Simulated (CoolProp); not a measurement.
Vapour-liquid equilibrium of ethanol (1) + ethylbenzene (2) at 0.357 MPa; x and y are mole fractions of (1).

Model: multi-fluid Helmholtz-energy mixture model, Schroeder 2014 and Zhou 2012; pair parameters Bell 2016, in CoolProp.

```tsv
x	bubble temperature (°C)	y at the bubble point	dew temperature at overall composition x (°C)	liquid density (mol/L)
0.05	162.1	0.456	187.7	7.060
0.15	138.0	0.716	182.1	7.659
0.25	128.8	0.791	176.2	8.174
0.35	124.4	0.825	169.7	8.710
0.45	121.9	0.844	162.6	9.306
0.55	120.3	0.860	154.5	9.994
0.65	118.9	0.876	145.1	10.80
0.75	117.5	0.896	134.0	11.77
0.85	116.1	0.925	121.3	12.93
0.95	114.8	0.969	115.2	14.33
```

No azeotrope shows between x = 0.05 and 0.95.

Pair parameters are fitted to limited data, so mixtures are less certain than the pure fluids. With so large a gap from Raoult's law the liquid may split in two, which this calculation doesn't test in full.
